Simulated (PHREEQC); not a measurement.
PHREEQC input (ion-association model, phreeqc.dat):

```
SOLUTION_SPECIES
  SO4-2 + 9 H+ + 8 e- = HS- + 4 H2O  # shut off: sulfate is not reduced
    -log_k -100
    -delta_h 0
    -analytic -100
SOLUTION 0
  temp 25
  units mmol/kgw
  pH 7 charge
  Cl 73.21
  Mn(2) 0.6
  Li 42
  Cd 15
SOLUTION 1-40
  temp 25
  units mmol/kgw
  pH 7 charge
  Cl 92.01
  Na 92
  Br 0.34
  K 0.34
  S(6) 14
  Mg 14
END
EXCHANGE 1-40
  X 0.028
  -equilibrate 1
END
SELECTED_OUTPUT 1
  -reset false
  -pH true
  -pe true
  -ionic_strength true
  -water true
  -step true
  -totals Br Cd Cl K Li Mg Mn Na S Mn(2)
    Mn(3) S(-2) S(6)
  -molalities KX LiX MgX2 CdX2 NaX MnX2
  -saturation_indices Pyrochroite Halite Sylvite Cd(OH)2
PRINT
  -reset false
TRANSPORT
  -cells 40
  -shifts 120
  -lengths 0.005
  -time_step 720
  -dispersivities 0.007
  -boundary_conditions flux flux
  -correct_disp true
  -punch_cells 40
  -punch_frequency 4
END
```

Selected output (columns that matter, 22 of 31 rows; pore volumes added in front):

```
pore volumes	pH	mu	Br	Cd	Cl	K	Li	Mg	Mn	Na	S	si_Pyrochroite	si_Halite	si_Sylvite
0	5.2138	0.1333	0.00034	0	0.09201	0.00034	0	0.014	0	0.092	0.014	-1000	-3.8909	-5.6707
0.1125	5.2138	0.1333	0.00034	0	0.09201	0.00034	0	0.014	0	0.092	0.014	-1000	-3.8909	-5.6707
0.3125	5.2138	0.1333	0.00034	1.4459e-10	0.09201	0.00034	1.2083e-08	0.014	7.0166e-14	0.092	0.014	-18.49	-3.8909	-5.6707
0.4125	5.2138	0.13328	0.00033988	1.2244e-07	0.092003	0.00033996	4.4693e-06	0.013996	1.6728e-10	0.091985	0.013995	-15.113	-3.891	-5.6707
0.6125	5.21	0.13116	0.00032646	4.6267e-05	0.091261	0.0003363	0.00078941	0.013641	1.8114e-07	0.089963	0.013442	-12.082	-3.9029	-5.6775
0.7125	5.2014	0.12669	0.00029834	0.00019878	0.089706	0.00032872	0.0028015	0.012944	1.0358e-06	0.085145	0.012284	-11.333	-3.9319	-5.6918
0.9125	5.1671	0.11062	0.00019901	0.0010853	0.084214	0.00030016	0.011697	0.010764	8.2103e-06	0.06508	0.0081944	-10.468	-4.0683	-5.7488
1.0125	5.1455	0.10184	0.00014583	0.0018453	0.081274	0.00028173	0.0175	0.0097358	1.6141e-05	0.052443	0.0060048	-10.195	-4.1742	-5.7872
1.1125	5.1249	0.094184	0.00010059	0.0027939	0.078772	0.00026129	0.023166	0.0089104	2.806e-05	0.040255	0.004142	-9.9752	-4.301	-5.8307
1.3125	5.0939	0.083465	4.1451e-05	0.0050612	0.075502	0.00021347	0.032149	0.0077008	6.6248e-05	0.020929	0.0017068	-9.6317	-4.606	-5.9378
1.4125	5.0841	0.080033	2.5158e-05	0.0062359	0.074601	0.00018689	0.035172	0.0071746	9.2192e-05	0.014324	0.0010359	-9.4971	-4.7792	-6.0035
1.6125	5.0725	0.075523	8.535e-06	0.0083576	0.073682	0.00013448	0.03882	0.0061063	0.00015257	0.0061963	0.00035144	-9.2882	-5.1561	-6.1588
1.7125	5.0692	0.073999	4.8125e-06	0.0092474	0.073476	0.00011101	0.039811	0.0055658	0.00018445	0.0039497	0.00019816	-9.2082	-5.3565	-6.2467
1.9125	5.0654	0.071759	1.4571e-06	0.010679	0.073291	7.2477e-05	0.040885	0.0045302	0.00024689	0.0015321	6e-05	-9.0839	-5.7748	-6.4387
2.0125	5.0642	0.070904	7.8617e-07	0.011245	0.073253	5.7562e-05	0.041163	0.0040546	0.00027642	0.0009368	3.2372e-05	-9.0354	-5.9911	-6.5412
2.1125	5.0633	0.070171	4.1967e-07	0.01173	0.073233	4.5291e-05	0.041348	0.0036142	0.00030447	0.0005672	1.7281e-05	-8.9937	-6.2112	-6.6474
2.3125	5.0619	0.068979	1.1649e-07	0.012509	0.073216	2.7386e-05	0.041568	0.002844	0.00035586	0.00020295	4.7967e-06	-8.9263	-6.6609	-6.8692
2.4125	5.0614	0.068489	6.071e-08	0.012824	0.073213	2.1083e-05	0.041636	0.0025124	0.00037917	0.00012019	2.4998e-06	-8.8988	-6.8898	-6.984
2.6125	5.0606	0.067675	1.6206e-08	0.01334	0.073211	1.2287e-05	0.041734	0.0019462	0.00042115	4.1472e-05	6.673e-07	-8.8532	-7.354	-7.2206
2.7125	5.0603	0.067336	8.3122e-09	0.013552	0.07321	9.3096e-06	0.04177	0.0017067	0.00043989	2.4193e-05	3.4226e-07	-8.8343	-7.589	-7.342
2.9125	5.0597	0.066772	2.1611e-09	0.013904	0.07321	5.275e-06	0.041829	0.0013026	0.00047307	8.1386e-06	8.8985e-08	-8.8027	-8.0636	-7.5901
3.0125	5.0595	0.066538	1.0964e-09	0.014049	0.07321	3.9472e-06	0.041852	0.0011336	0.0004876	4.6968e-06	4.5145e-08	-8.7896	-8.303	-7.7166
```
